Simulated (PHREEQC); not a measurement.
Sulfide liquor (model solution)

Make-up at 70 °C: 0.022 mol/kgw NH4HS and 7.1e-05 mol/kgw HCl. Closed to the air; pH follows from the charge balance.

Computed with PHREEQC (ion-association model, wateq4f.dat).

The pH comes out as 7.30 and the ionic strength comes out as 0.0191 mol/kgw. The total alkalinity is 21.9 meq/kg.

```tsv
species	molality	activity	log γ
NH4+	0.0191	0.0164	-0.065
HS-	0.0190	0.0163	-0.066
H2S	0.00301	0.00303	0.002
NH3	0.00294	0.00294	0.000
Cl-	7.10e-5	6.10e-5	-0.066
OH-	3.62e-6	3.10e-6	-0.066
S-2	1.03e-6	5.78e-7	-0.250
H+	5.62e-8	4.96e-8	-0.054
```

Precipitation was switched off in this run. At this temperature some constants are extrapolated from 25 °C, and those without enthalpy data are left unchanged. The polysulfide entries of wateq4f.dat were taken out for this run.
